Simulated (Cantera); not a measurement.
## Thermodynamics of metals in furnace atmospheres, feed Pb + H2S + H2

Charge: 1 mol Pb, 0.0044 mol H2S, 9.1 mol H2, at 877 °C.

Equilibrium computed with Cantera from the NASA thermochemical tables; the gas is ideal and each condensed phase is pure. Candidate condensed phases: Pb, PbS, S; 10 gas species. Kinetics and transport are ignored.

```json
[
 {"P (Pa)": "10", "log p H2": "-4.05", "log p Pb": "-5.01", "log p H2S": "-8.65", "log p PbS": "-7.38", "n Pb(l)": "0"},
 {"P (Pa)": "120", "log p H2": "-2.97", "log p Pb": "-3.93", "log p H2S": "-7.57", "log p PbS": "-6.30", "n Pb(l)": "0"},
 {"P (Pa)": "1600", "log p H2": "-1.80", "log p Pb": "-3.54", "log p H2S": "-5.74", "log p PbS": "-5.24", "n Pb(l)": "0.829"},
 {"P (Pa)": "19000", "log p H2": "-0.72", "log p Pb": "-3.54", "log p H2S": "-4.14", "log p PbS": "-4.72", "n Pb(l)": "0.985"},
 {"P (Pa)": "240000", "log p H2": "0.38", "log p Pb": "-3.54", "log p H2S": "-2.94", "log p PbS": "-4.63", "n Pb(l)": "0.999"},
 {"P (Pa)": "3000000", "log p H2": "1.48", "log p Pb": "-3.54", "log p H2S": "-1.84", "log p PbS": "-4.62", "n Pb(l)": "1.000"}
]
```
log p: log10 of the partial pressure in bar; n: condensed amount in mol.

From 10.0 Pa to 1.20 mbar nothing is condensed. From 16.0 mbar to 30.0 bar the condensed part is Pb(l). The main Pb-bearing gas is Pb throughout.
